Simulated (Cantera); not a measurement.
An adiabatic, constant-volume homogeneous reactor starts with CH4 : CO : O2 : N2 : CO2 = 1 : 0.12 : 3.68 : 13.8 : 0.93 (molar parts), equivalence ratio 0.56, at 1698 K and 970000 Pa. Integrator tolerance rtol = 1e-08.

Detailed kinetics in Cantera: GRI-Mech 3.0 (53 species, 325 reactions).

Problem. What does this change do: pressure from 970000 Pa to 500000 Pa?

Solution. 
| quantity | before | after |
|---|---|---|
| time of steepest temperature rise | 31.2 µs | 53.1 µs |
| temperature at 7.00 s | 2774 K | 2742 K |
| equilibrium temperature | 2774 K | 2742 K |
| x(CH4) at 7.00 s | <1e-12 (gas-phase equilibrium <1e-12) | <1e-12 (gas-phase equilibrium <1e-12) |
| x(CO) at 7.00 s | 0.0116 (gas-phase equilibrium 0.0116) | 0.0137 (gas-phase equilibrium 0.0137) |
| x(O2) at 7.00 s | 0.0745 (gas-phase equilibrium 0.0745) | 0.0754 (gas-phase equilibrium 0.0754) |
| x(C2H6) at 7.00 s | <1e-12 (gas-phase equilibrium <1e-12) | <1e-12 (gas-phase equilibrium <1e-12) |
| x(HO2) at 7.00 s | 2.41e-5 (gas-phase equilibrium 2.41e-5) | 1.91e-5 (gas-phase equilibrium 1.91e-5) |
| x(OH) at 7.00 s | 0.0117 (gas-phase equilibrium 0.0117) | 0.0127 (gas-phase equilibrium 0.0127) |
| x(H2O2) at 7.00 s | 1.22e-6 (gas-phase equilibrium 1.22e-6) | 8.21e-7 (gas-phase equilibrium 8.21e-7) |
